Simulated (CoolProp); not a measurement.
Model: reference Helmholtz-energy equation of state, Platzer 1990, in CoolProp. This equation is an older, rougher fit; its heat capacities, sound speeds and derivatives of the liquid may be far off and weren't checked against measurements.

### Question
Give the vapour pressure (MPa), vapour density (kg/m³), enthalpy of vaporisation (kJ/kg), liquid viscosity (µPa s) of saturated R13 at 190.5, 256.7 K.

### Answer
```
T (K)  p (MPa)  vapour density (kg/m³)  enthalpy of vaporisation (kJ/kg)  liquid viscosity (µPa s)
-----  -------  ----------------------  --------------------------------  ------------------------
190.5   0.0948                    6.51                               150                       317
256.7     1.27                    81.0                               107                       125
```

Viscosity comes from a separate model (Huber 2003), an estimate that may be off by 10 % or more.
